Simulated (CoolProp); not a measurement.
Saturation properties of ammonia (Tc = 132.4 °C, pc = 113.6 bar, ω = 0.256).

The numbers come from the reference Helmholtz-energy equation of state, Gao 2020 in CoolProp.

```csv
T (°C),p (bar),vapour Z,surface tension (mN/m),liquid viscosity (µPa s),vapour viscosity (µPa s),liquid conductivity (mW/(m K))
0.45,4.365,0.9307,26.2,169,9.07,558
4.35,5.036,0.9241,25.3,162,9.19,546
8.25,5.785,0.9172,24.4,156,9.31,535
12.25,6.640,0.9098,23.4,150,9.43,523
16.15,7.564,0.9021,22.5,144,9.56,511
20.15,8.612,0.8937,21.6,138,9.68,500
24.05,9.737,0.8852,20.7,133,9.80,489
27.95,10.97,0.8762,19.8,128,9.93,478
31.95,12.36,0.8666,18.9,123,10.1,466
35.85,13.83,0.8567,18.0,119,10.2,455
39.75,15.44,0.8463,17.1,114,10.3,445
```

It boils at -33.3 °C under 1 atm.

Viscosity comes from a separate model (Fenghour 1995). Thermal conductivity comes from a separate model (Tufeu 1984). Surface tension comes from a separate correlation (Mulero 2012).
